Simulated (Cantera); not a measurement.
What does this Cantera script print?

```python
import numpy as np
import cantera as ct

gas_names = """
    AL ALCL ALCL2 ALCL3 ALH ALO ALOCL ALOH ALO2 ALO2H AL2 AL2CL6 AL2O AL2O2 CL CLO CL2 H HALO HCL HOCL
    HO2 H2 H2O H2O2 O OH O2 O3
""".split()
cond_names = """
    AL(cr) AL(L) ALCL3(s) ALCL3(L) AL2O3(a) AL2O3(L) H2O(s) H2O(L)
""".split()


# ... load() reads the species with a 1 bar reference pressure and builds the phases ...
atoms = {
    'Al': {'AL': 1},
    'HCl': {'H': 1, 'CL': 1},
    'H2': {'H': 2},
    'O2': {'O': 2},
}
top_T = {}  # K; cautious upper limits of use, not melting points


# ... equilibrate(T, P, feed) seeds the gas with the atoms and calls Mixture.equilibrate('TP', solver="vcs", rtol=1e-11, max_steps=5000) ...
results = []
T = 2125  # K
P = 13332.2  # Pa
for m in [0.53, 0.7, 0.93, 1.2, 1.6, 2.2, 2.9, 3.9, 5.2, 6.9, 9.2, 12, 16]:
    feed = {'Al': 1, 'HCl': 3, 'H2': 160, 'O2': m}  # mol
    mix = equilibrate(T, P, feed)
    results.append((T, P, feed, dict(zip(mix.species_names, mix.species_moles))))

top = {s: max(r[3][s] / sum(r[3][g] for g in gas_names) for r in results) for s in gas_names}
cols = sorted((s for s in top if top[s] > 1e-06), key=lambda s: -top[s])[:5]
seen = [c for c in cond_names if any(r[3].get(c, 0) > 1e-12 for r in results)]
print("log10 of partial pressures in bar; condensed amounts in mol")
print(f"{'n(O2)':>10s}" + "".join(f"{s[:9]:>10s}" for s in cols + seen))
for T, P, feed, n in results:
    ng = sum(n[g] for g in gas_names)
    print(f"{feed['O2']:10.4g}" + "".join(f"{np.log10(max(n[s] / ng * P / 1e5, 1e-99)):10.3f}" for s in cols)
          + "".join(f"{n.get(c, 0):10.4g}" for c in seen))
```

Output:

```
log10 of partial pressures in bar; condensed amounts in mol
     n(O2)        H2       H2O       HCL         H      ALCL  AL2O3(a)
      0.53    -0.888    -3.566    -2.698    -2.884    -3.394    0.2397
       0.7    -0.889    -3.446    -2.672    -2.884    -3.549    0.3178
      0.93    -0.889    -3.266    -2.647    -2.885    -3.795    0.3961
       1.2    -0.890    -3.065    -2.631    -2.885    -4.081    0.4458
       1.6    -0.892    -2.841    -2.623    -2.886    -4.411    0.4742
       2.2    -0.896    -2.622    -2.619    -2.888    -4.738    0.4875
       2.9    -0.899    -2.455    -2.618    -2.890    -4.992    0.4928
       3.9    -0.905    -2.290    -2.617    -2.892    -5.244    0.4957
       5.2    -0.912    -2.140    -2.616    -2.896    -5.475    0.4973
       6.9    -0.922    -2.000    -2.616    -2.901    -5.696    0.4982
       9.2    -0.936    -1.862    -2.616    -2.908    -5.916    0.4988
        12    -0.953    -1.738    -2.616    -2.917    -6.120    0.4991
        16    -0.979    -1.606    -2.616    -2.930    -6.344    0.4993
```

Equilibrium computed with Cantera from the NASA thermochemical tables; the gas is ideal and each condensed phase is pure. The tables' values for AlCl2, AlOH are old estimates; treat these amounts as uncertain. Gases not in the tables: Al(OH)3.
